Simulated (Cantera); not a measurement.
A perfectly stirred reactor is fed with 17.9 % C₂H₄, 82.1 % H₂, at 0.00336 atm; it is held at 2000 K, and followed from long to short residence time.

Computed with Cantera and GRI-Mech 3.0 (53 species, 325 reactions). GRI-Mech 3.0 was tuned for natural gas; its chemistry of ethylene as a main component is partial and can be far from experiment. GRI-Mech 3.0 stops at C3 and has no aromatics, soot or wall deposition, so with more carbon than oxygen in the feed, carbon stays in small species such as C2H2 where larger ones or solid carbon would form. Radical loss at walls, strong at low pressure, is not modelled.

Predict: x(C₂H₄) at τ = 7.00 s; x(H₂) at τ = 7.00 s; x(C₂H) at τ = 7.00 s; x(C₂H₂) at τ = 7.00 s; x(CH₃) at τ = 7.00 s; x(C₂H₄) at τ = 0.100 s; x(H₂) at τ = 0.100 s; x(C₂H) at τ = 0.100 s; x(C₂H₂) at τ = 0.100 s; x(CH₃) at τ = 0.100 s.


```json
{
  "x(C₂H₄) at τ = 7.00 s": "1.63e-5",
  "x(H₂) at τ = 7.00 s": "0.836",
  "x(C₂H) at τ = 7.00 s": "4.37e-5",
  "x(C₂H₂) at τ = 7.00 s": "0.150",
  "x(CH₃) at τ = 7.00 s": "1.57e-5",
  "x(C₂H₄) at τ = 0.100 s": "0.00749",
  "x(H₂) at τ = 0.100 s": "0.847",
  "x(C₂H) at τ = 0.100 s": "2.17e-6",
  "x(C₂H₂) at τ = 0.100 s": "0.145",
  "x(CH₃) at τ = 0.100 s": "9.04e-7"
}
```
